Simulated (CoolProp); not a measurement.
Vapour pressure (bar) of R1336mzz(E): the reference equation beside estimates from Tc = 130.4 °C, pc = 27.79 bar, ω = 0.413. Clausius-Clapeyron is anchored at 1.45 °C with a constant enthalpy of vaporisation of 25.71 kJ/mol.

The numbers come from the reference Helmholtz-energy equation of state, Akasaka 2023 in CoolProp.

| T (°C) | reference | Clausius-Clapeyron | van der Waals | Redlich-Kwong | Soave-Redlich-Kwong | Peng-Robinson |
|---|---|---|---|---|---|---|
| -2.05 | 0.6655 | 0.6703 | 4.502 | 1.701 | 0.6643 | 0.6703 |
| 1.45 | 0.7752 | 0.7752 | 4.815 | 1.906 | 0.7740 | 0.7792 |
| 4.95 | 0.8988 | 0.8933 | 5.142 | 2.127 | 0.8976 | 0.9017 |
| 8.45 | 1.037 | 1.026 | 5.484 | 2.367 | 1.036 | 1.039 |
| 11.95 | 1.192 | 1.174 | 5.839 | 2.626 | 1.192 | 1.192 |
| 15.45 | 1.364 | 1.339 | 6.210 | 2.905 | 1.365 | 1.363 |
| 18.95 | 1.556 | 1.522 | 6.595 | 3.204 | 1.557 | 1.553 |
| 22.45 | 1.767 | 1.725 | 6.996 | 3.525 | 1.770 | 1.762 |
| 25.95 | 2.000 | 1.950 | 7.412 | 3.868 | 2.005 | 1.994 |
| 29.45 | 2.256 | 2.198 | 7.844 | 4.234 | 2.263 | 2.248 |
| 32.95 | 2.536 | 2.470 | 8.291 | 4.623 | 2.546 | 2.526 |
| 36.45 | 2.842 | 2.769 | 8.754 | 5.037 | 2.856 | 2.831 |
| 39.95 | 3.176 | 3.097 | 9.234 | 5.476 | 3.195 | 3.164 |
| 43.45 | 3.539 | 3.454 | 9.730 | 5.941 | 3.563 | 3.526 |

Absolute difference from the reference over all 14 rows, mean and median: Clausius-Clapeyron 1.8 and 2.3 %, van der Waals 334.5 and 309.9 %, Redlich-Kwong 106.1 and 102.7 %, Soave-Redlich-Kwong 0.3 and 0.2 %, Peng-Robinson 0.3 and 0.3 %.
